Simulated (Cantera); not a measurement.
## Low-pressure radical oxidation in H2/O2

An isothermal, constant-pressure homogeneous reactor starts with H2 : O2 : H2O = 0.33 : 1 : 0.0046 (molar parts), equivalence ratio 0.17, at 1450 K and 15.0 Torr.

Detailed kinetics in Cantera: GRI-Mech 3.0 (53 species, 325 reactions). Radical loss at walls, strong at low pressure, is not modelled. The temperature is held fixed by assumption; the heat of reaction is taken as removed at once.

```tsv
t (s)	x H2	x O2	x H2O	x H	x H2O2
0.000100	0.247	0.749	0.00348	1.89e-5	1.09e-8
0.000389	0.0188	0.602	0.181	0.0783	3.44e-7
0.00152	0.0142	0.609	0.197	0.0657	3.27e-7
0.00590	0.00996	0.647	0.231	0.0340	3.49e-7
0.0230	0.00225	0.699	0.274	0.00319	2.33e-7
0.0894	0.000166	0.712	0.284	6.21e-5	6.45e-8
0.348	1.68e-5	0.713	0.286	2.01e-6	1.61e-8
1.36	3.31e-6	0.714	0.286	1.77e-7	6.12e-9
5.28	2.28e-6	0.714	0.286	1.02e-7	5.26e-9
20.5	2.28e-6	0.714	0.286	1.02e-7	5.26e-9
80.0	2.28e-6	0.714	0.286	1.02e-7	5.26e-9
```
x: mole fraction; the columns are a selection and need not sum to one.

Equilibrium at this temperature and pressure: H2 2.28e-6, O2 0.714, H2O 0.286, H 1.02e-7, H2O2 5.26e-9 (gas phase only).
